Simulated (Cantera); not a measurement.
A Cantera script and what it prints.

```python
import numpy as np
import cantera as ct

gas_names = """
    N N2 V VN
""".split()
cond_names = """
    V(cr) V(L) VN(s)
""".split()


def load(file, names, dense=False):
    # The tables refer to 1 bar. Condensed volumes are neglected.
    table = {s.name: s for s in ct.Species.list_from_file(file)}
    out = []
    for n in names:
        d = dict(table[n].input_data)
        d["thermo"] = dict(d["thermo"], **{"reference-pressure": 1e5})
        if dense:
            d["equation-of-state"] = {"model": "constant-volume", "density": "1e6 g/cm^3"}
        out.append(ct.Species.from_dict(d))
    return out


gas = ct.Solution(thermo="ideal-gas", species=load("nasa_gas.yaml", gas_names))
cond = {s.name: ct.Solution(thermo="fixed-stoichiometry", species=[s], name=s.name)
        for s in load("nasa_condensed.yaml", cond_names, dense=True)}
atoms = {
    'V': {'V': 1},
    'N2': {'N': 2},
}
top_T = {'VN(s)': 2300}  # K; cautious upper limits of use, not melting points


def equilibrate(T, P, feed):
    n = {}
    for name, mol in feed.items():
        for a, k in atoms[name].items():
            n[a] = n.get(a, 0.0) + k * mol
    gas.TPX = T, P, n
    mass = sum(n.values()) * gas.mean_molecular_weight
    gas.equilibrate("TP")
    valid = [c for c in cond.values() if c.min_temp <= T <= top_T.get(c.name, c.max_temp)]
    mix = ct.Mixture([(gas, mass / gas.mean_molecular_weight)] + [(c, 0.0) for c in valid])
    mix.T, mix.P = T, P
    mix.equilibrate("TP", solver="vcs", rtol=1e-11, max_steps=5000)
    return mix


results = []
feed = {'V': 1, 'N2': 1.3}  # mol
P = 310  # Pa
for T in [1873, 1973, 2073, 2173, 2273, 2373, 2473]:
    mix = equilibrate(T, P, feed)
    results.append((T, P, feed, dict(zip(mix.species_names, mix.species_moles))))

top = {s: max(r[3][s] / sum(r[3][g] for g in gas_names) for r in results) for s in gas_names}
cols = sorted((s for s in top if top[s] > 1e-06), key=lambda s: -top[s])[:5]
seen = [c for c in cond_names if any(r[3].get(c, 0) > 1e-12 for r in results)]
print("log10 of partial pressures in bar; condensed amounts in mol")
print(f"{'T/K':>10s}" + "".join(f"{s[:9]:>10s}" for s in cols + seen))
for T, P, feed, n in results:
    ng = sum(n[g] for g in gas_names)
    print(f"{T:10.4g}" + "".join(f"{np.log10(max(n[s] / ng * P / 1e5, 1e-99)):10.3f}" for s in cols)
          + "".join(f"{n.get(c, 0):10.4g}" for c in seen))
```

Output:

```
log10 of partial pressures in bar; condensed amounts in mol
       T/K        N2         V        VN         N     V(cr)      V(L)     VN(s)
      1873    -2.509    -6.996   -11.052   -11.149         0         0         1
      1973    -2.509    -5.990   -10.045   -10.471         0         0    0.9997
      2073    -2.510    -5.175    -9.230    -9.858    0.9972         0         0
      2173    -2.512    -4.594    -8.650    -9.302    0.9892         0         0
      2273    -2.520    -4.086    -8.146    -8.798         0    0.9647         0
      2373    -2.543    -3.627    -7.699    -8.344         0    0.8929         0
      2473    -2.606    -3.207    -7.311    -7.947         0    0.6745         0
```

Equilibrium computed with Cantera from the NASA thermochemical tables; the gas is ideal and each condensed phase is pure. VN: taken at fixed stoichiometry. Condensed phases not in the tables: V2N, N, O or C dissolved in the metal.
